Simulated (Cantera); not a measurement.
Cantera run, input and output.

```python
import numpy as np
import cantera as ct

gas = ct.Solution("gri30.yaml")
gas.TPX = 1800, 100000, {'H2': 1, 'O2': 0.617, 'N2': 2.32}
reactor = ct.IdealGasReactor(gas, energy="on", clone=False)
net = ct.ReactorNet([reactor])
net.rtol, net.atol = 1e-08, 1e-16
show = ['H2', 'O2', 'NO', 'NO2', 'H', 'OH', 'O']
times = np.geomspace(6e-06, 8, 13)

steps = ct.SolutionArray(gas, extra=["t"])
rows = []
print(f"{'t/s':>10s}{'T/K':>9s}{'P/Pa':>11s}" + "".join(f"{s:>11s}" for s in show))
for t in times:
    while net.time < t:
        t_next = net.step()
        steps.append(gas.state, t=t_next)
    rows.append([np.interp(t, steps.t, y) for y in (steps.T, steps.P, *steps(*show).X.T)])
    print(f"{t:10.3e}{rows[-1][0]:9.1f}{rows[-1][1]:11.4g}" + "".join(f"{x:11.3e}" for x in rows[-1][2:]))
rate = np.gradient(steps.T, steps.t)
print("integrator steps:", len(steps.t))
if steps.T.max() > steps.T[0] + 200:
    print(f"time of steepest temperature rise: {steps.t[rate.argmax()]:.4e} s")
gas.TPX = 1800, 100000, {'H2': 1, 'O2': 0.617, 'N2': 2.32}
gas.equilibrate("UV")
print(f"equilibrium (UV): T = {gas.T:.1f} K  " + "  ".join(f"{s} {gas[s].X[0]:.3e}" for s in show))
```

Output:

```
       t/s      T/K       P/Pa         H2         O2         NO        NO2          H         OH          O
 6.000e-06   1886.8  1.046e+05  8.903e-02  7.802e-02  9.845e-07  7.068e-11  8.415e-02  2.078e-02  2.421e-02
 1.943e-05   2384.6   1.28e+05  4.885e-02  4.515e-02  7.576e-05  8.927e-09  6.224e-02  3.762e-02  3.228e-02
 6.295e-05   2931.9  1.517e+05  4.027e-02  3.786e-02  1.232e-03  3.269e-07  2.883e-02  4.408e-02  1.950e-02
 2.039e-04   2995.5  1.541e+05  3.884e-02  3.474e-02  7.670e-03  2.238e-06  2.500e-02  4.286e-02  1.690e-02
 6.604e-04   2988.6  1.536e+05  3.951e-02  3.206e-02  1.539e-02  4.337e-06  2.464e-02  4.139e-02  1.583e-02
 2.139e-03   2987.7  1.536e+05  3.960e-02  3.172e-02  1.638e-02  4.596e-06  2.459e-02  4.120e-02  1.569e-02
 6.928e-03   2987.7  1.536e+05  3.960e-02  3.172e-02  1.638e-02  4.596e-06  2.459e-02  4.120e-02  1.569e-02
 2.244e-02   2987.7  1.536e+05  3.960e-02  3.172e-02  1.638e-02  4.596e-06  2.459e-02  4.120e-02  1.569e-02
 7.268e-02   2987.7  1.536e+05  3.960e-02  3.172e-02  1.638e-02  4.596e-06  2.459e-02  4.120e-02  1.569e-02
 2.354e-01   2987.7  1.536e+05  3.960e-02  3.172e-02  1.638e-02  4.596e-06  2.459e-02  4.120e-02  1.569e-02
 7.625e-01   2987.7  1.536e+05  3.960e-02  3.172e-02  1.638e-02  4.596e-06  2.459e-02  4.120e-02  1.569e-02
 2.470e+00   2987.7  1.536e+05  3.960e-02  3.172e-02  1.638e-02  4.596e-06  2.459e-02  4.120e-02  1.569e-02
 8.000e+00   2987.7  1.536e+05  3.960e-02  3.172e-02  1.638e-02  4.596e-06  2.459e-02  4.120e-02  1.569e-02
integrator steps: 1080
time of steepest temperature rise: 5.7474e-06 s
equilibrium (UV): T = 2987.7 K  H2 3.960e-02  O2 3.172e-02  NO 1.638e-02  NO2 4.596e-06  H 2.459e-02  OH 4.120e-02  O 1.569e-02
```

Model: GRI-Mech 3.0 (53 species, 325 reactions), integrated in Cantera.
